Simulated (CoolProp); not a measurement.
Computed with CoolProp (reference Helmholtz-energy equation of state, Lemmon 2006). It is a short technical equation, of lower accuracy than the large ones.

Q: For C2F6 (R116), give the phase and the Z, cv (kJ/(kg K)), viscosity (µPa s), conductivity (mW/(m K)) at 425 K and 1.19 MPa.

A: 
- 425 K and 1.19 MPa: gas; Z 0.968, cv 0.882, viscosity 20.5, conductivity 25.0

Viscosity comes from a separate model (Huber 2003), an estimate that may be off by 10 % or more. Thermal conductivity comes from a separate model (Huber 2003), an estimate that may be off by 10 % or more.
